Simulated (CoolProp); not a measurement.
Vapour-liquid equilibrium of ethylene (1) + propane (2) at 0.188 MPa; x and y are mole fractions of (1).

Model: multi-fluid Helmholtz-energy mixture model, Smukala 2000 and Lemmon 2009; pair parameters Bell 2016, in CoolProp.

```json
[
 {"x": "0.05", "bubble temperature (°C)": "-38.5", "y at the bubble point": "0.387", "dew temperature at overall composition x (°C)": "-28.4", "liquid density (mol/L)": "13.25"},
 {"x": "0.2", "bubble temperature (°C)": "-61.0", "y at the bubble point": "0.816", "dew temperature at overall composition x (°C)": "-32.5", "liquid density (mol/L)": "14.42"},
 {"x": "0.35", "bubble temperature (°C)": "-72.8", "y at the bubble point": "0.921", "dew temperature at overall composition x (°C)": "-37.2", "liquid density (mol/L)": "15.40"},
 {"x": "0.5", "bubble temperature (°C)": "-79.8", "y at the bubble point": "0.960", "dew temperature at overall composition x (°C)": "-42.8", "liquid density (mol/L)": "16.33"},
 {"x": "0.65", "bubble temperature (°C)": "-84.7", "y at the bubble point": "0.978", "dew temperature at overall composition x (°C)": "-49.9", "liquid density (mol/L)": "17.27"},
 {"x": "0.8", "bubble temperature (°C)": "-88.4", "y at the bubble point": "0.989", "dew temperature at overall composition x (°C)": "-59.6", "liquid density (mol/L)": "18.24"},
 {"x": "0.95", "bubble temperature (°C)": "-91.5", "y at the bubble point": "0.998", "dew temperature at overall composition x (°C)": "-77.8", "liquid density (mol/L)": "19.28"}
]
```

No azeotrope shows between x = 0.05 and 0.95.

The pair parameters rest on a limited set of measurements; away from them the model extrapolates.
